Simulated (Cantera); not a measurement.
## Silicon nitride deposition: trisilylamine + NH3 + N2

A closed system holds: 1 mol trisilylamine, 25 mol NH3, 45 mol N2, at 133 Pa.

Cantera equilibrium calculation (NASA polynomials, part measured and part estimated; ideal gas, pure solids and liquids). Candidate condensed phases: Si, Si3N4; 18 gas species. The feed counts by its element totals alone. The tables' values for SiN are old estimates; treat these amounts as uncertain. Gases not in the tables: Si2H6 and higher silanes. Equilibrium is a limit: real reactors are often held back by kinetics, nucleation or transport.

| T (°C) | x N2 | x H2 | x H | x Si | x SiH | x Si2N | n Si3N4(s) | n Si(s) | n Si(l) |
|---|---|---|---|---|---|---|---|---|---|
| 1102 | 0.571 | 0.429 | 6.14e-5 | 8.05e-9 | 1.08e-9 | 1.70e-11 | 1.00 | 0 | 0 |
| 1177 | 0.571 | 0.428 | 0.000170 | 1.84e-7 | 1.74e-8 | 9.13e-10 | 1.000 | 0 | 0 |
| 1252 | 0.571 | 0.428 | 0.000424 | 3.07e-6 | 2.13e-7 | 3.29e-8 | 1.000 | 0 | 0 |
| 1327 | 0.571 | 0.428 | 0.000974 | 3.92e-5 | 2.04e-6 | 8.39e-7 | 0.999 | 0 | 0 |
| 1402 | 0.579 | 0.418 | 0.00206 | 0.000326 | 1.29e-5 | 1.07e-5 | 0 | 2.96 | 0 |
| 1477 | 0.578 | 0.417 | 0.00411 | 0.00113 | 3.51e-5 | 2.74e-5 | 0 | 0 | 2.87 |
| 1552 | 0.576 | 0.413 | 0.00775 | 0.00341 | 8.50e-5 | 6.09e-5 | 0 | 0 | 2.62 |
x: gas mole fraction; n: condensed amount in mol.

From 1102 °C to 1327 °C the condensed part is Si3N4(s). At 1402 °C the condensed part is Si(s). From 1477 °C to 1552 °C the condensed part is Si(l).
